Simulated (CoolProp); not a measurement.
The fluid at 313.93 K and 0.588 MPa flows at 24 m/s in a round tube of 12.7 mm bore and 1.5 µm roughness, fully developed (64/Re and Nu = 3.66 if laminar; Colebrook and Gnielinski if turbulent). The same conditions are run with several fluids, on thermodynamics alone (safety and materials aside).

Computed with CoolProp (reference Helmholtz-energy equation of state of each fluid (R410A: Lemmon 2003; ammonia: Gao 2020; CF4 (R14): Platzer 1990; CH2F2 (R32): Tillner-Roth 1997; dry air: Lemmon 2000)). The equations of Platzer and Polt are older, rougher fits. Blends and air are pseudo-pure fits.

```csv
fluid,Reynolds number,Darcy friction factor,pressure drop (Pa/m),heat-transfer coefficient (W/(m² K)),mass flow (kg/h)
R410A,388000,0.0151,5980,[?],191
ammonia,[?],0.0181,1660,547,[?]
CF4 (R14),337000,[?],[?],744,221
CH2F2 (R32),[?],0.0158,4480,596,137
dry air,103000,0.0185,[?],416,71.5
```

Problem. Complete the blanks.

Solution. 
- R410A, heat-transfer coefficient (W/(m² K)): 770
- ammonia, Reynolds number: 117000
- ammonia, mass flow (kg/h): 44.3
- CF4 (R14), Darcy friction factor: 0.0153
- CF4 (R14), pressure drop (Pa/m): 7030
- CH2F2 (R32), Reynolds number: 270000
- dry air, pressure drop (Pa/m): 2740

Transport values come from each fluid's own correlations; those of CF4 (R14), CH2F2 (R32) are estimates that may be off by 10 % or more.
